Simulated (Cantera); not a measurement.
Premixed flame

A freely propagating, adiabatic, planar premixed flame of H2 : O2 : N2 = 1 : 0.294 : 1.11 (molar parts), equivalence ratio 1.7, unburnt at 673 K and 340000 Pa; mixture-averaged transport, grid criteria slope 0.08 and curve 0.16, no radiation.

Computed with Cantera and the H2/O2 subset of GRI-Mech 3.0, which has no nitrogen chemistry. The hydrogen kinetics of GRI-Mech 3.0 are dated; newer H2 mechanisms differ, most at raised pressure. Burning velocities carry a grid error of a few per cent, more on coarse grids.

| z (mm) | T (K) | u (m/s) | x H2 | x O2 | x H | x HO2 | x H2O2 | x O |
|---|---|---|---|---|---|---|---|---|
| -0.292 | 673 | 11.7 | 0.416 | 0.122 | <1e-8 | <1e-8 | <1e-8 | <1e-8 |
| -0.195 | 673 | 11.7 | 0.416 | 0.122 | <1e-8 | <1e-8 | <1e-8 | <1e-8 |
| -0.146 | 673 | 11.7 | 0.416 | 0.122 | <1e-8 | 3.03e-8 | <1e-8 | <1e-8 |
| -0.0974 | 673 | 11.7 | 0.416 | 0.122 | 1.40e-7 | 2.39e-6 | <1e-8 | <1e-8 |
| -0.0487 | 706 | 12.2 | 0.410 | 0.122 | 0.000350 | 0.000478 | 6.67e-6 | 1.86e-5 |
| -0.0244 | 954 | 16.1 | 0.373 | 0.115 | 0.00812 | 0.000406 | 2.33e-5 | 0.000480 |
| 0 | 1384 | 22.7 | 0.277 | 0.0764 | 0.0406 | 0.000188 | 7.24e-6 | 0.00361 |
| 0.0244 | 1686 | 27.3 | 0.193 | 0.0268 | 0.0693 | 6.34e-5 | 2.55e-6 | 0.00487 |
| 0.0487 | 1830 | 29.4 | 0.166 | 0.00835 | 0.0738 | 1.92e-5 | 1.51e-6 | 0.00383 |
| 0.0974 | 1968 | 31.3 | 0.164 | 0.00229 | 0.0642 | 5.26e-6 | 8.48e-7 | 0.00276 |
| 0.195 | 2101 | 33.2 | 0.170 | 0.00121 | 0.0490 | 2.80e-6 | 4.70e-7 | 0.00182 |
| 0.390 | 2221 | 34.7 | 0.177 | 0.000660 | 0.0346 | 1.55e-6 | 2.65e-7 | 0.00101 |
| 0.779 | 2318 | 36.0 | 0.182 | 0.000307 | 0.0229 | 7.44e-7 | 1.48e-7 | 0.000475 |
x: mole fraction of selected species; z is measured from the peak of heat release.

```yaml
laminar_burning_velocity: 1170 cm/s
thermal_thickness: 0.0974 mm
peak x(H): 0.0741
peak x(HO2): 0.000587
peak x(H2O2): 2.35e-5
peak x(O): 0.00499
```
